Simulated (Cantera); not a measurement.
Charge: 1 mol trisilylamine, 0.52 mol NH3, 40 mol N2, equilibrated at 100 Torr.

Equilibrium computed with Cantera from the NASA thermochemical tables; the gas is ideal and each condensed phase is pure. Candidate condensed phases: Si, Si3N4; 18 gas species. The feed counts by its element totals alone. Equilibrium is a limit: real reactors are often held back by kinetics, nucleation or transport. All values below are at 1027 °C.

Base state: N2 0.880, H2 0.120 (mole fractions); condensed: Si3N4(s).

Task: What changes in the equilibrium state with this change: trisilylamine replaced by Si2Cl6?

Result: 
```json
[
 {"species": "N2", "before": "0.880", "after": "0.937"},
 {"species": "HCl", "before": "0", "after": "0.0332"},
 {"species": "SiCl4", "before": "0", "after": "0.0258"},
 {"species": "H2", "before": "0.120", "after": "0.00176"},
 {"species": "SiCl3", "before": "0", "after": "0.00135"},
 {"species": "SiCl2", "before": "0", "after": "0.000421"},
 {"species": "SiHCl3", "before": "0", "after": "6.22e-5"},
 {"species": "Si3N4(s), mol", "before": "1.00", "after": "0.276"}
]
```
The tables' values for SiCl3 are old estimates; treat these amounts as uncertain. Further candidate phases: NH4Cl.
